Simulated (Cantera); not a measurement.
**SiH2Cl2 + C3H8 + H2 + CH4 (silicon carbide growth)**

Charge: 1 mol SiH2Cl2, 0.0042 mol C3H8, 460 mol H2, 1 mol CH4, held at 11.0 mbar.

These are equilibrium values from Cantera (NASA tables, ideal gas, pure condensed phases), not measurements of a reactor. Candidate condensed phases: C, C6H6, C7H8, C8H18, Si, SiC; 109 gas species. The tables' values for SiCl are old estimates; treat these amounts as uncertain. Gases not in the tables: Si2H6 and higher silanes. Rates play no part.

```tsv
T (K)	log p H2	log p H	log p HCl	log p Si	log p C2H2 (acetylene)	log p Cl	n SiC(s)
1198	-1.96	-7.70	-4.32	-13.87	-10.57	-10.13	1.000
1298	-1.96	-6.95	-4.32	-12.42	-9.21	-9.39	1.000
1398	-1.96	-6.31	-4.32	-11.17	-8.09	-8.75	1.000
1498	-1.96	-5.75	-4.32	-9.98	-7.34	-8.20	1.000
1598	-1.96	-5.25	-4.32	-8.77	-7.00	-7.72	0.999
1698	-1.96	-4.82	-4.33	-7.65	-6.83	-7.29	0.998
1798	-1.96	-4.43	-4.33	-6.71	-6.56	-6.92	0.988
1898	-1.96	-4.09	-4.33	-5.98	-6.11	-6.58	0.945
1998	-1.97	-3.78	-4.33	-5.38	-5.60	-6.27	0.788
2098	-1.97	-3.50	-4.34	-4.85	-5.11	-6.00	0.276
2198	-1.98	-3.25	-4.35	-4.69	-4.97	-5.75	0
2298	-2.00	-3.02	-4.37	-4.68	-4.97	-5.53	0
2398	-2.03	-2.82	-4.40	-4.69	-4.99	-5.34	0
```
log p: log10 of the partial pressure in bar; n: condensed amount in mol.

From 1198 K to 2098 K the condensed part is SiC(s). From 2198 K to 2398 K nothing is condensed. The main Si-bearing gas is SiCl2 at 1198 K and Si at 2398 K.
